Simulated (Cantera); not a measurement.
Feed: 1 mol FeS2, a varied amount of O2, 0.057 mol H2O, at 1075 K and 0.100 bar.

Equilibrium computed with Cantera from the NASA thermochemical tables; the gas is ideal and each condensed phase is pure. Candidate condensed phases: Fe, FeO, Fe(OH)2, Fe(OH)3, FeS, FeSO4, FeS2, Fe2O3, Fe2(SO4)3, Fe3O4, H2O, H2SO4, S; 22 gas species. Mutual solubility and eutectic melting of coexisting phases are not modelled. FeS: taken at fixed stoichiometry. Gases not in the tables: S3 to S7. Equilibrium is a limit: real reactors are often held back by kinetics, nucleation or transport.

x: gas mole fraction; n: condensed amount in mol.

```json
[
 {"n(O2) (mol)": "0.2", "x SO2": "0.309", "x O2": "<1e-12", "x S2": "0.592", "x SO3": "1.17e-8", "x H2O": "0.0701", "x H2S": "0.0161", "x S2O": "0.0119", "n FeS(s)": "1.00", "n Fe3O4(s)": "0", "n Fe2O3(s)": "0"},
 {"n(O2) (mol)": "0.38", "x SO2": "…", "x O2": "<1e-12", "x S2": "…", "x SO3": "…", "x H2O": "0.0670", "x H2S": "…", "x S2O": "0.0114", "n FeS(s)": "1.00", "n Fe3O4(s)": "0", "n Fe2O3(s)": "0"},
 {"n(O2) (mol)": "0.72", "x SO2": "0.785", "x O2": "<1e-12", "x S2": "0.146", "x SO3": "6.70e-8", "x H2O": "0.0589", "x H2S": "0.00297", "x S2O": "0.00663", "n FeS(s)": "1.00", "n Fe3O4(s)": "0", "n Fe2O3(s)": "0"},
 {"n(O2) (mol)": "1.3", "x SO2": "0.901", "x O2": "<1e-12", "x S2": "0.0499", "x SO3": "1.08e-7", "x H2O": "0.0445", "x H2S": "0.000937", "x S2O": "0.00318", "n FeS(s)": "0.741", "n Fe3O4(s)": "0.0865", "n Fe2O3(s)": "0"},
 {"n(O2) (mol)": "2.5", "x SO2": "0.928", "x O2": "<1e-12", "x S2": "…", "x SO3": "…", "x H2O": "…", "x H2S": "…", "x S2O": "…", "n FeS(s)": "0", "n Fe3O4(s)": "…", "n Fe2O3(s)": "0"},
 {"n(O2) (mol)": "4.7", "x SO2": "0.442", "x O2": "0.467", "x S2": "<1e-12", "x SO3": "0.0761", "x H2O": "0.0148", "x H2S": "<1e-12", "x S2O": "<1e-12", "n FeS(s)": "0", "n Fe3O4(s)": "0", "n Fe2O3(s)": "0.500"},
 {"n(O2) (mol)": "8.9", "x SO2": "0.205", "x O2": "0.744", "x S2": "<1e-12", "x SO3": "0.0445", "x H2O": "0.00710", "x H2S": "<1e-12", "x S2O": "<1e-12", "n FeS(s)": "0", "n Fe3O4(s)": "0", "n Fe2O3(s)": "0.500"}
]
```

Task: Fill in the missing entries.

Result: 
- 2.5, x S2: 0.0398
- 2.5, x SO3: 1.19e-7
- 2.5, x H2O: 0.0283
- 2.5, x H2S: 0.000495
- 2.5, x S2O: 0.00272
- 2.5, n Fe3O4(s): 0.333
- 0.38, x SO2: 0.510
- 0.38, x S2: 0.401
- 0.38, x SO3: 2.72e-8
- 0.38, x H2S: 0.00897
